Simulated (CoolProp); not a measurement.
A simple Rankine cycle with benzene: condensing at 311.15 K, boiler at 0.742 MPa, turbine inlet 585.4 K, turbine efficiency 0.65, pump efficiency 0.8, no recuperator. Each further row changes one setting.

Model: reference Helmholtz-energy equation of state, Thol 2012, in CoolProp.

```csv
case,thermal efficiency (%),net work (kJ/kg),heat in (kJ/kg),turbine exit temperature (K),volume ratio over the turbine
as stated,14.7,125,853,514.9,30.4
turbine inlet 605.4 K,14.5,130,895,534.6,30.4
condensing temperature 303.15 K,15.7,136,867,508.7,42.4
boiler pressure 0.519 MPa,13.4,114,856,522.6,21.3
turbine efficiency 0.55,12.4,106,853,525.5,31.0
```
